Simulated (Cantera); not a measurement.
Mixture: 8.34 % CH3OH, 19.3 % O2, 72.4 % N2, equivalence ratio 0.65, at 0.760 bar, adiabatic and at constant pressure. Ignition delay is the time to a rise of 400 K.

Computed with Cantera and GRI-Mech 3.0 (53 species, 325 reactions). GRI-Mech 3.0 was tuned for natural gas; its chemistry of methanol as a main component is partial and can be far from experiment.

Problem. Predict: delay at 1025 K; delay at 1225 K; delay at 1425 K; delay at 1625 K; delay at 1825 K; apparent activation energy between 1625 and 1825 K.

Solution. 
| Property | Value |
|---|---|
| delay at 1025 K | 0.399 s |
| delay at 1225 K | 9.07 ms |
| delay at 1425 K | 0.700 ms |
| delay at 1625 K | 0.125 ms |
| delay at 1825 K | 35.9 µs |
| apparent activation energy between 1625 and 1825 K | 150 kJ/mol |
